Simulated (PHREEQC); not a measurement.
**Copper plating or etch bath: an equilibrium model**

Consider water at 25 °C with 0.0056 mol CuSO4, 0.017 mol HNO3 and 0.0081 mol H3BO3 per kg of water. It is in equilibrium with CO2 at log p = -1 (atm). Otherwise closed; pH follows from the charge balance.

Model: ion-association model, phreeqc.dat, run in PHREEQC.

Precipitation was switched off in this run.

Problem. Predict the pH, specific conductance.

Solution. pH 1.89; specific conductance 6580 µS/cm.

Problem. In which forms is Cu present?

Solution. Cu+2 87 %, CuSO4 13 % of the Cu.

Complexes and solids missing from the database can't appear.
